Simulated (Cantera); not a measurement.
An isothermal, constant-pressure homogeneous reactor starts with C2H4 : H2 = 1 : 3.2 (molar parts), at 1325 K and 100.0 Torr. Integrator tolerance rtol = 1e-08.

Detailed kinetics in Cantera: GRI-Mech 3.0 (53 species, 325 reactions). GRI-Mech 3.0 was tuned for natural gas; its chemistry of ethylene as a main component is partial and can be far from experiment. GRI-Mech 3.0 stops at C3 and has no aromatics, soot or wall deposition, so with more carbon than oxygen in the feed, carbon stays in small species such as C2H2 where larger ones or solid carbon would form.

Q: What does this change do: temperature 1325 to 1975 K?

A: 
```
quantity                                              before                                      after
-----------------  -----------------------------------------  -----------------------------------------
x(C2H4) at 20.0 s      0.0284 (gas-phase equilibrium 0.0218)  0.000158 (gas-phase equilibrium 0.000158)
x(H2) at 20.0 s          0.742 (gas-phase equilibrium 0.676)        0.804 (gas-phase equilibrium 0.804)
x(C2H6) at 20.0 s    9.57e-5 (gas-phase equilibrium 7.71e-5)    9.55e-9 (gas-phase equilibrium 9.55e-9)
x(H) at 20.0 s       7.26e-6 (gas-phase equilibrium 3.71e-6)    0.00338 (gas-phase equilibrium 0.00338)
x(C2H) at 20.0 s   7.67e-10 (gas-phase equilibrium 3.56e-10)    1.38e-5 (gas-phase equilibrium 1.38e-5)
x(CH4) at 20.0 s        0.0865 (gas-phase equilibrium 0.183)  0.000745 (gas-phase equilibrium 0.000746)
x(C2H2) at 20.0 s        0.143 (gas-phase equilibrium 0.118)        0.192 (gas-phase equilibrium 0.192)
```

Q: What does this change do: temperature 1325 to 1700 K?

A: 
```
quantity                                              before                                      after
-----------------  -----------------------------------------  -----------------------------------------
x(C2H4) at 20.0 s      0.0284 (gas-phase equilibrium 0.0218)  0.000983 (gas-phase equilibrium 0.000983)
x(H2) at 20.0 s          0.742 (gas-phase equilibrium 0.676)        0.803 (gas-phase equilibrium 0.803)
x(C2H6) at 20.0 s    9.57e-5 (gas-phase equilibrium 7.71e-5)    2.38e-7 (gas-phase equilibrium 2.38e-7)
x(H) at 20.0 s       7.26e-6 (gas-phase equilibrium 3.71e-6)  0.000364 (gas-phase equilibrium 0.000364)
x(C2H) at 20.0 s   7.67e-10 (gas-phase equilibrium 3.56e-10)    4.80e-7 (gas-phase equilibrium 4.80e-7)
x(CH4) at 20.0 s        0.0865 (gas-phase equilibrium 0.183)    0.00531 (gas-phase equilibrium 0.00531)
x(C2H2) at 20.0 s        0.143 (gas-phase equilibrium 0.118)        0.190 (gas-phase equilibrium 0.190)
```
